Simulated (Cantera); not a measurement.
Input (Python, Cantera) and output of one run.

```python
import numpy as np
import cantera as ct

gas_names = [...]  # 110 gases of nasa_gas.yaml made of C, H, O
cond_names = """
    C(gr) C6H6(L) C7H8(L) C8H18(L),n-octa H2O(s) H2O(L)
""".split()


# ... load() reads the species with a 1 bar reference pressure and builds the phases ...
atoms = {
    'C2H5OH': {'C': 2, 'H': 6, 'O': 1},
    'O2': {'O': 2},
}
top_T = {'C(gr)': 4500}  # K; cautious upper limits of use, not melting points


# ... equilibrate(T, P, feed) seeds the gas with the atoms and calls Mixture.equilibrate('TP', solver="vcs", rtol=1e-11, max_steps=5000) ...
results = []
feed = {'C2H5OH': 1, 'O2': 0.79}  # mol
P = 190000  # Pa
for T in [2500, 2550, 2600, 2650, 2700, 2750, 2800, 2850, 2900, 2950, 3000]:
    mix = equilibrate(T, P, feed)
    results.append((T, P, feed, dict(zip(mix.species_names, mix.species_moles))))

top = {s: max(r[3][s] / sum(r[3][g] for g in gas_names) for r in results) for s in gas_names}
cols = sorted((s for s in top if top[s] > 0.0001), key=lambda s: -top[s])[:5]
seen = [c for c in cond_names if any(r[3].get(c, 0) > 1e-12 for r in results)]
print("log10 of partial pressures in bar; condensed amounts in mol")
print(f"{'T/K':>10s}" + "".join(f"{s[:9]:>10s}" for s in cols + seen))
for T, P, feed, n in results:
    ng = sum(n[g] for g in gas_names)
    print(f"{T:10.4g}" + "".join(f"{np.log10(max(n[s] / ng * P / 1e5, 1e-99)):10.3f}" for s in cols)
          + "".join(f"{n.get(c, 0):10.4g}" for c in seen))
```

It prints:

```
log10 of partial pressures in bar; condensed amounts in mol
       T/K        H2        CO       H2O         H       CO2
      2500    -0.033    -0.136    -0.714    -1.616    -1.609
      2550    -0.035    -0.137    -0.714    -1.524    -1.618
      2600    -0.038    -0.138    -0.715    -1.435    -1.626
      2650    -0.041    -0.138    -0.717    -1.349    -1.634
      2700    -0.044    -0.139    -0.719    -1.268    -1.641
      2750    -0.048    -0.140    -0.721    -1.189    -1.649
      2800    -0.053    -0.142    -0.724    -1.113    -1.656
      2850    -0.058    -0.143    -0.728    -1.041    -1.664
      2900    -0.064    -0.145    -0.733    -0.971    -1.672
      2950    -0.070    -0.147    -0.739    -0.905    -1.680
      3000    -0.078    -0.150    -0.747    -0.840    -1.688
```

Method: chemical equilibrium by Gibbs-energy minimisation in Cantera with the NASA 1993 tables (ideal gas, pure condensed phases).
